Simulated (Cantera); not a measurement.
**Stirred combustor or abatement burner**

A perfectly stirred reactor is fed with CH4 : O2 : N2 = 1 : 2.9 : 10.9 (molar parts), equivalence ratio 0.69, at 4.93 atm; it is adiabatic with a 675 K inlet, and is followed from long to short residence time, starting on the burning branch (τ in s: 0.03, 0.015, 0.007, 0.0034, 0.0016, 0.00078, 0.00037, 0.00018, 8.6e-05, 4.1e-05, 2e-05).

Computed with Cantera and GRI-Mech 3.0 (53 species, 325 reactions).

```csv
τ (s),T (K),x CH4,x O2,x H,x CH3,x HCO,x C2H4
0.030,2108,3.99e-6,0.0603,2.32e-5,1.42e-6,1.06e-8,2.57e-10
0.015,2106,7.49e-6,0.0604,2.79e-5,2.66e-6,2.14e-8,8.69e-10
0.0070,2103,1.43e-5,0.0606,3.85e-5,5.06e-6,4.62e-8,2.94e-9
0.0034,2098,2.52e-5,0.0607,5.92e-5,8.78e-6,9.61e-8,8.04e-9
0.0016,2088,4.36e-5,0.0610,0.000103,1.48e-5,2.08e-7,1.99e-8
0.00078,2074,7.20e-5,0.0615,0.000183,2.34e-5,4.34e-7,4.27e-8
0.00037,2052,0.000121,0.0623,0.000335,3.72e-5,9.32e-7,8.93e-8
0.00018,2020,0.000206,0.0637,0.000586,5.83e-5,1.95e-6,1.83e-7
8.6e-5,1974,0.000376,0.0661,0.000973,9.60e-5,4.13e-6,4.23e-7
4.1e-5,1903,0.000792,0.0707,0.00142,0.000175,8.75e-6,1.32e-6
2.0e-5,675,0.0676,0.196,<1e-12,<1e-12,<1e-12,<1e-12
```
x: mole fraction; the columns are a selection and need not sum to one.
